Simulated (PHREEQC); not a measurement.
A solution holds 0.18 mol MnCl2 per kg of water, at 43 °C. Closed to the air; pH follows from the charge balance.

The numbers come from PHREEQC with the ion-association model, phreeqc.dat.

- pH = 5.71
- ionic strength = 0.450 mol/kgw
- activity of water = 0.992
- density = 1.010 g/cm³

| species | molality | activity | log γ |
|---|---|---|---|
| Cl- | 0.314 | 0.203 | -0.188 |
| Mn+2 | 0.136 | 0.0338 | -0.606 |
| MnCl+ | 0.0412 | 0.0280 | -0.167 |
| MnCl2 | 0.00224 | 0.00249 | 0.045 |
| MnCl3- | 0.000205 | 0.000139 | -0.167 |
| H+ | 2.59e-6 | 1.97e-6 | -0.118 |
| MnOH+ | 2.56e-6 | 1.74e-6 | -0.167 |

This is a speciation only: nothing precipitates in the calculation. At this temperature some constants are extrapolated from 25 °C, and those without enthalpy data are left unchanged.
